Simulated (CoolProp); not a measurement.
Vapour-liquid equilibrium of m-xylene (1) + n-decane (2) at 149.45 °C; x and y are mole fractions of (1).

The numbers come from the multi-fluid Helmholtz-energy mixture model, Zhou 2012 and Lemmon 2006; pair parameters Bell 2016 in CoolProp.

Question: Give the bubble pressure and the first vapour's composition at x = 0.2, 0.35, 0.8. Is there an azeotrope?

Answer: x = 0.2: 0.6892 bar, y = 0.389; x = 0.35: 0.8104 bar, y = 0.571; x = 0.8: 1.167 bar, y = 0.904. No azeotrope shows between x = 0.05 and 0.95.

The pair parameters rest on a limited set of measurements; away from them the model extrapolates.
